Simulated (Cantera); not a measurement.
Input (Python, Cantera):

```python
import numpy as np
import cantera as ct

surf = ct.Interface("diamond.yaml", "diamond_100")
gas, bulk = surf.adjacent["gas"], surf.adjacent["diamond"]
k = surf.kinetics_species_index(bulk.species_names[0])
cover = ["c6HH", "c6H*", "c6*H", "c6**", "c6HM", "c6B"]

rows, drift = [], 0.0
print(f"{'T':>10s}{'um/h':>11s}" + "".join(f"{s:>11s}" for s in cover))
for v in [950, 1025, 1100, 1175, 1250, 1325, 1400]:
    T, P, xH, xCH3 = v, 2100, 0.006, 0.0012
    gas.TPX = T, P, {"H": xH, "CH3": xCH3, "CH4": 0.0062, "H2": 1 - xH - xCH3 - 0.0062}
    surf.TP = bulk.TP = T, P
    surf.coverages = "c6H*:0.1, c6HH:0.9"
    surf.advance_coverages(100.0)
    before = surf.coverages
    surf.advance_coverages(100.0)
    drift = max(drift, np.max(np.abs(surf.coverages - before) / (surf.coverages + 1e-9)))
    rate = surf.net_production_rates[k] * bulk.mean_molecular_weight / bulk.density * 3.6e9
    rows.append([rate, *surf[cover].coverages])
    print(f"{v:10.4g}{rate:11.4e}" + "".join(f"{x:11.3e}" for x in rows[-1][1:]))
```

It prints:

```
         T       um/h       c6HH       c6H*       c6*H       c6**       c6HM        c6B
       950 8.6201e+00  5.514e-01  1.207e-02  2.861e-01  5.434e-03  1.112e-01  2.339e-08
      1025 1.1508e+01  5.150e-01  1.834e-02  3.502e-01  9.775e-03  7.577e-02  3.123e-08
      1100 1.0858e+01  4.835e-01  2.617e-02  4.143e-01  1.622e-02  3.892e-02  2.946e-08
      1175 6.7371e+00  4.491e-01  3.489e-02  4.692e-01  2.470e-02  1.247e-02  1.828e-08
      1250 4.4275e+00  4.090e-01  4.338e-02  5.052e-01  3.449e-02  3.051e-03  1.201e-08
      1325 4.1729e+00  3.712e-01  5.147e-02  5.277e-01  4.526e-02  7.192e-04  1.132e-08
      1400 3.8197e+00  3.390e-01  5.922e-02  5.419e-01  5.705e-02  1.687e-04  1.036e-08
```

Cantera simulation using the Harris–Goodwin 1993 mechanism for the reconstructed diamond (100) surface; the numbers are that mechanism's predictions, not measurements.
